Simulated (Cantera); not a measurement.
An adiabatic, constant-volume homogeneous reactor starts with CH₄ : CO : O₂ : N₂ = 1 : 0.11 : 3.74 : 14 (molar parts), equivalence ratio 0.55, at 1700 K and 1000000 Pa.

Cantera simulation using GRI-Mech 3.0 (53 species, 325 reactions); the numbers are that mechanism's predictions, not measurements.

Question: Predict: time of steepest temperature rise; temperature at 6.00 s; equilibrium temperature; x(CO) at 6.00 s; x(O₂) at 6.00 s; x(HO₂) at 6.00 s; x(H₂O₂) at 6.00 s.

Answer: 
```json
{
 "time_of_steepest_temperature_rise": "28.1 µs",
 "temperature at 6.00 s": "2847 K",
 "equilibrium_temperature": "2847 K",
 "x(CO) at 6.00 s": "0.00817 (gas-phase equilibrium 0.00817)",
 "x(O₂) at 6.00 s": "0.0768 (gas-phase equilibrium 0.0768)",
 "x(HO₂) at 6.00 s": "2.94e-5 (gas-phase equilibrium 2.94e-5)",
 "x(H₂O₂) at 6.00 s": "1.48e-6 (gas-phase equilibrium 1.48e-6)"
}
```
